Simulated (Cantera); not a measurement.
Cantera run:

```python
import numpy as np
import cantera as ct

gas_names = """
    AL ALCL ALCL2 ALCL3 ALN ALO ALOCL ALO2 AL2 AL2CL6 AL2O AL2O2 CL CLO CL2 N NO NO2 NO3 N2 N2O O O2 O3
""".split()
cond_names = """
    AL(cr) AL(L) ALCL3(s) ALCL3(L) ALN(s) AL2O3(a) AL2O3(L)
""".split()


# ... load() reads the species with a 1 bar reference pressure and builds the phases ...
atoms = {
    'AlCl3': {'AL': 1, 'CL': 3},
    'N2': {'N': 2},
    'O2': {'O': 2},
}
top_T = {'ALN(s)': 2750}  # K; cautious upper limits of use, not melting points


# ... equilibrate(T, P, feed) seeds the gas with the atoms and calls Mixture.equilibrate('TP', solver="vcs", rtol=1e-11, max_steps=5000) ...
results = []
feed = {'AlCl3': 1, 'N2': 4.2, 'O2': 0.69}  # mol
P = 540  # Pa
for T in [673, 873, 1073, 1273, 1473, 1673, 1873, 2073]:
    mix = equilibrate(T, P, feed)
    results.append((T, P, feed, dict(zip(mix.species_names, mix.species_moles))))

top = {s: max(r[3][s] / sum(r[3][g] for g in gas_names) for r in results) for s in gas_names}
cols = sorted((s for s in top if top[s] > 1e-06), key=lambda s: -top[s])[:9]
seen = [c for c in cond_names if any(r[3].get(c, 0) > 1e-12 for r in results)]
print("log10 of partial pressures in bar; condensed amounts in mol")
print(f"{'T/K':>10s}" + "".join(f"{s[:9]:>10s}" for s in cols + seen))
for T, P, feed, n in results:
    ng = sum(n[g] for g in gas_names)
    print(f"{T:10.4g}" + "".join(f"{np.log10(max(n[s] / ng * P / 1e5, 1e-99)):10.3f}" for s in cols)
          + "".join(f"{n.get(c, 0):10.4g}" for c in seen))
```

It prints:

```
log10 of partial pressures in bar; condensed amounts in mol
       T/K        N2        CL       CL2     ALCL3     ALCL2     ALOCL        O2      ALCL        NO  AL2O3(a)
       673    -2.397    -7.989    -2.881    -4.124   -21.838   -26.235   -18.965   -35.553   -17.114      0.46
       873    -2.397    -5.794    -2.881    -4.117   -16.461   -19.065   -13.027   -26.114   -12.521      0.46
      1073    -2.399    -4.413    -2.889    -4.119   -13.102   -14.588    -9.340   -20.206    -9.658      0.46
      1273    -2.410    -3.490    -2.953    -4.130   -10.788   -11.533    -6.938   -16.116    -7.764    0.4599
      1473    -2.447    -2.931    -3.234    -4.148    -9.002    -9.322    -5.662   -12.921    -6.635    0.4582
      1673    -2.481    -2.722    -3.885    -4.174    -7.442    -7.652    -5.563   -10.070    -6.214    0.4574
      1873    -2.490    -2.683    -4.651    -4.203    -6.100    -6.349    -5.993    -7.587    -6.129    0.4585
      2073    -2.493    -2.675    -5.321    -4.298    -5.067    -5.327    -6.357    -5.608    -6.066    0.4569
```

Method: chemical equilibrium by Gibbs-energy minimisation in Cantera with the NASA 1993 tables (ideal gas, pure condensed phases). The tables' values for AlCl2 are old estimates; treat these amounts as uncertain. Condensed phases not in the tables: AlOCl.
